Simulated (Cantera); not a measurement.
## Boron, boron nitride and boron oxide: B₂H₆ + O₂ + N₂

Input: 1 mol B₂H₆, a varied amount of O₂, 16 mol N₂, equilibrated at 1073 K and 39.0 Pa.

These are equilibrium values from Cantera (NASA tables, ideal gas, pure condensed phases), not measurements of a reactor. Candidate condensed phases: B, BN, B₂O₃, B₃O₃H₃, H₂O; 39 gas species. The feed counts by its element totals alone. N₂ is the only nitrogen source here; it is nearly inert below about 1500 K, so the nitride shown seldom forms there in practice. Mutual solubility and eutectic melting of coexisting phases are not modelled. The numbers say what is thermodynamically allowed, not how fast it happens.

```
n(O₂) (mol)   x N₂     x H₂     x H₂O    x O₂  n BN(s)  n B₂O₃(l)
-----------  -----  -------  --------  ------  -------  ---------
0.089        0.834    0.166  0.000108  <1e-12     1.88     0.0580
0.16         0.834    0.166  0.000107  <1e-12     1.79      0.105
0.28         0.835    0.165  0.000107  <1e-12     1.63      0.185
0.48         0.836    0.164  0.000106  <1e-12     1.36      0.319
0.85         0.838    0.161  0.000105  <1e-12    0.868      0.565
1.5          0.842    0.158  0.000103  <1e-12  0.00164      0.999
2.6          0.841   0.0421     0.115  <1e-12        0      0.982
4.6          0.776  1.75e-8     0.144  0.0776        0      0.978
```
x: gas mole fraction; n: condensed amount in mol.

From 0.089 mol O₂ to 1.5 mol O₂ the condensed part is BN(s) + B₂O₃(l). From 2.6 mol O₂ to 4.6 mol O₂ the condensed part is B₂O₃(l). The main B-bearing gas is HBO₂ throughout.
